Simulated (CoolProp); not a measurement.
Model: reference Helmholtz-energy equation of state, Thol 2019, in CoolProp.

**Question.** Give the vapour pressure (MPa), enthalpy of vaporisation (kJ/kg), liquid cp (kJ/(kg K)) of saturated dodecamethylpentasiloxane (MD3M) at 90.85, 168.05, 322.25 °C.

**Answer.** 
| T (°C) | p (MPa) | enthalpy of vaporisation (kJ/kg) | liquid cp (kJ/(kg K)) |
|---|---|---|---|
| 90.85 | 0.000719 | 156 | 1.86 |
| 168.05 | 0.0187 | 132 | 2.02 |
| 322.25 | 0.580 | 62.7 | 2.52 |
